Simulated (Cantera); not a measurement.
## C₂F₆ + HCl (fluorocarbon and chlorocarbon gases)

Input: 1 mol C₂F₆, 0.6 mol HCl, at 5.90 Pa.

These are equilibrium values from Cantera (NASA tables, ideal gas, pure condensed phases), not measurements of a reactor. Candidate condensed phases: C, C₆H₆, C₇H₈, C₈H₁₈; 118 gas species. The feed counts by its element totals alone. Rates play no part.

At 2600 K the condensed part is C(graphite). From 2650 K to 3050 K nothing is condensed. The main C-bearing gas is C₃ at 2600 K and C at 3050 K.

| T (K) | log p F | log p C | log p Cl | log p HF | log p C₃ | log p H | log p CF | log p C₂ | n C(graphite) |
|---|---|---|---|---|---|---|---|---|---|
| 2600 | -4.36 | -6.20 | -5.30 | -5.33 | -5.65 | -6.38 | -5.72 | -6.68 | 0.840 |
| 2650 | -4.38 | -5.95 | -5.32 | -5.38 | -5.40 | -6.18 | -5.69 | -6.41 | 0 |
| 2700 | -4.38 | -5.80 | -5.32 | -5.43 | -5.42 | -6.01 | -5.74 | -6.32 | 0 |
| 2750 | -4.38 | -5.65 | -5.33 | -5.48 | -5.46 | -5.86 | -5.79 | -6.24 | 0 |
| 2800 | -4.38 | -5.52 | -5.34 | -5.56 | -5.50 | -5.73 | -5.85 | -6.18 | 0 |
| 2850 | -4.38 | -5.39 | -5.35 | -5.66 | -5.57 | -5.64 | -5.91 | -6.13 | 0 |
| 2900 | -4.39 | -5.28 | -5.36 | -5.78 | -5.66 | -5.57 | -5.97 | -6.10 | 0 |
| 2950 | -4.39 | -5.18 | -5.37 | -5.92 | -5.77 | -5.52 | -6.05 | -6.09 | 0 |
| 3000 | -4.40 | -5.10 | -5.38 | -6.07 | -5.92 | -5.48 | -6.14 | -6.11 | 0 |
| 3050 | -4.40 | -5.03 | -5.39 | -6.22 | -6.11 | -5.46 | -6.24 | -6.15 | 0 |
log p: log10 of the partial pressure in bar; n: condensed amount in mol.
